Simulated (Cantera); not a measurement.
PbS + H2 + N2 (hydrogen reduction and annealing atmospheres)

Charge: 1 mol PbS, 200 mol H2, 1.2 mol N2, equilibrated at 9.20 bar.

Cantera equilibrium calculation (NASA polynomials, part measured and part estimated; ideal gas, pure solids and liquids). Candidate condensed phases: Pb, PbS, S; 18 gas species. Rates play no part.

| T (K) | x H2 | x N2 | x H2S | x Pb | x PbS | x NH3 | n Pb(l) |
|---|---|---|---|---|---|---|---|
| 1025 | 0.989 | 0.00580 | 0.00497 | 3.02e-6 | 4.23e-6 | 0.000341 | 0.999 |
| 1100 | 0.989 | 0.00586 | 0.00496 | 1.32e-5 | 1.35e-5 | 0.000220 | 0.995 |
| 1175 | 0.989 | 0.00589 | 0.00493 | 4.73e-5 | 3.68e-5 | 0.000150 | 0.983 |
| 1250 | 0.989 | 0.00591 | 0.00488 | 0.000145 | 8.80e-5 | 0.000106 | 0.953 |
| 1325 | 0.989 | 0.00592 | 0.00478 | 0.000392 | 0.000188 | 7.83e-5 | 0.883 |
| 1400 | 0.988 | 0.00593 | 0.00460 | 0.000947 | 0.000362 | 5.95e-5 | 0.736 |
| 1475 | 0.987 | 0.00593 | 0.00432 | 0.00209 | 0.000632 | 4.64e-5 | 0.451 |
| 1550 | 0.985 | 0.00592 | 0.00398 | 0.00399 | 0.000954 | 3.70e-5 | 0 |
| 1625 | 0.985 | 0.00592 | 0.00406 | 0.00408 | 0.000864 | 3.03e-5 | 0 |
| 1700 | 0.985 | 0.00592 | 0.00413 | 0.00416 | 0.000785 | 2.52e-5 | 0 |
| 1775 | 0.985 | 0.00592 | 0.00418 | 0.00423 | 0.000716 | 2.13e-5 | 0 |
x: gas mole fraction; n: condensed amount in mol.

From 1025 K to 1475 K the condensed part is Pb(l). From 1550 K to 1775 K nothing is condensed. The main Pb-bearing gas is PbS at 1025 K and Pb at 1775 K.
